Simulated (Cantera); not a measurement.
Adiabatic ignition

An adiabatic, constant-volume homogeneous reactor starts with H2 : O2 : N2 : H2O = 1 : 0.98 : 3.69 : 0.95 (molar parts), equivalence ratio 0.51, at 1473 K and 4.93 atm.

Cantera simulation using the H2/O2 subset of GRI-Mech 3.0, which has no nitrogen chemistry; the numbers are that mechanism's predictions, not measurements. The hydrogen kinetics of GRI-Mech 3.0 are dated; newer H2 mechanisms differ, most at raised pressure.

| t (s) | T (K) | P (bar) | x H2 | x O2 | x H2O | x O | x HO2 |
|---|---|---|---|---|---|---|---|
| 3.00e-6 | 1477 | 5.01 | 0.150 | 0.147 | 0.145 | 0.000122 | 0.000248 |
| 6.63e-6 | 2440 | 7.78 | 0.00954 | 0.0747 | 0.292 | 0.00553 | 3.88e-5 |
| 1.47e-5 | 2571 | 8.13 | 0.00338 | 0.0751 | 0.305 | 0.00203 | 2.35e-5 |
| 3.24e-5 | 2573 | 8.13 | 0.00330 | 0.0751 | 0.306 | 0.00199 | 2.35e-5 |
| 7.17e-5 | 2573 | 8.13 | 0.00330 | 0.0751 | 0.306 | 0.00199 | 2.35e-5 |
| 0.000158 | 2573 | 8.13 | 0.00330 | 0.0751 | 0.306 | 0.00199 | 2.35e-5 |
| 0.000350 | 2573 | 8.13 | 0.00330 | 0.0751 | 0.306 | 0.00199 | 2.35e-5 |
| 0.000775 | 2573 | 8.13 | 0.00330 | 0.0751 | 0.306 | 0.00199 | 2.35e-5 |
| 0.00171 | 2573 | 8.13 | 0.00330 | 0.0751 | 0.306 | 0.00199 | 2.35e-5 |
| 0.00379 | 2573 | 8.13 | 0.00330 | 0.0751 | 0.306 | 0.00199 | 2.35e-5 |
| 0.00837 | 2573 | 8.13 | 0.00330 | 0.0751 | 0.306 | 0.00199 | 2.35e-5 |
| 0.0185 | 2573 | 8.13 | 0.00330 | 0.0751 | 0.306 | 0.00199 | 2.35e-5 |
| 0.0409 | 2573 | 8.13 | 0.00330 | 0.0751 | 0.306 | 0.00199 | 2.35e-5 |
| 0.0905 | 2573 | 8.13 | 0.00330 | 0.0751 | 0.306 | 0.00199 | 2.35e-5 |
| 0.200 | 2573 | 8.13 | 0.00330 | 0.0751 | 0.306 | 0.00199 | 2.35e-5 |
x: mole fraction; the columns are a selection and need not sum to one.

time of steepest temperature rise: 4.44 µs
temperature at 0.200 s: 2573 K
equilibrium temperature: 2573 K
x(H2) at 0.200 s: 0.00330 (gas-phase equilibrium 0.00330)
x(O2) at 0.200 s: 0.0751 (gas-phase equilibrium 0.0751)
x(H2O) at 0.200 s: 0.306 (gas-phase equilibrium 0.306)
